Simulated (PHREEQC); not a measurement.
**Polishing slurry liquid**

Dissolve 8.3 mmol/kgw K2CO3, 23 mmol/kgw K2SO4 and 4 mmol/kgw KH2PO4 at 25 °C. Closed to the air; pH follows from the charge balance.

Equilibrium calculation in PHREEQC: ion-association model, phreeqc.dat.

Each row changes one thing in this solution. Precipitation was switched off in this run.

```json
[
 {"case": "as made", "pH": "10.02", "ionic strength (mol/kgw)": "0.0909", "K+ (mol/kgw)": "0.0632", "SO4-2 (mol/kgw)": "0.0197", "HCO3- (mol/kgw)": "0.00420", "CO3-2 (mol/kgw)": "0.00410"},
 {"case": "K2CO3 from 0.0083 to 0.00166 mol/kgw", "pH": "6.89", "ionic strength (mol/kgw)": "0.0724", "K+ (mol/kgw)": "0.0504", "SO4-2 (mol/kgw)": "0.0201", "HCO3- (mol/kgw)": "0.00135", "CO3-2 (mol/kgw)": "9.31e-7"},
 {"case": "0.0018 mol/kgw (NH4)2HPO4 added", "pH": "9.56", "ionic strength (mol/kgw)": "0.0918", "K+ (mol/kgw)": "0.0631", "SO4-2 (mol/kgw)": "0.0196", "HCO3- (mol/kgw)": "0.00617", "CO3-2 (mol/kgw)": "0.00213"},
 {"case": "KH2PO4 replaced by Na2HPO4 at the same molality", "pH": "10.78", "ionic strength (mol/kgw)": "0.0979", "K+ (mol/kgw)": "0.0595", "SO4-2 (mol/kgw)": "0.0197", "HCO3- (mol/kgw)": "0.00117", "CO3-2 (mol/kgw)": "0.00676"},
 {"case": "temperature from 25 to 75 °C", "pH": "9.59", "ionic strength (mol/kgw)": "0.0856", "K+ (mol/kgw)": "0.0609", "SO4-2 (mol/kgw)": "0.0175", "HCO3- (mol/kgw)": "0.00512", "CO3-2 (mol/kgw)": "0.00317"},
 {"case": "diluted 10-fold with water", "pH": "9.99", "ionic strength (mol/kgw)": "0.00954", "K+ (mol/kgw)": "0.00659", "SO4-2 (mol/kgw)": "0.00223", "HCO3- (mol/kgw)": "0.000513", "CO3-2 (mol/kgw)": "0.000317"},
 {"case": "0.011 mol/kgw H3PO4 added", "pH": "6.10", "ionic strength (mol/kgw)": "0.0849", "K+ (mol/kgw)": "0.0632", "SO4-2 (mol/kgw)": "0.0197", "HCO3- (mol/kgw)": "0.00347", "CO3-2 (mol/kgw)": "4.05e-7"},
 {"case": "diluted 2-fold with water", "pH": "10.05", "ionic strength (mol/kgw)": "0.0466", "K+ (mol/kgw)": "0.0322", "SO4-2 (mol/kgw)": "0.0104", "HCO3- (mol/kgw)": "0.00216", "CO3-2 (mol/kgw)": "0.00198"}
]
```

Away from 25 °C the constants follow the database's enthalpies or fits; those with neither stay at their 25 °C values.
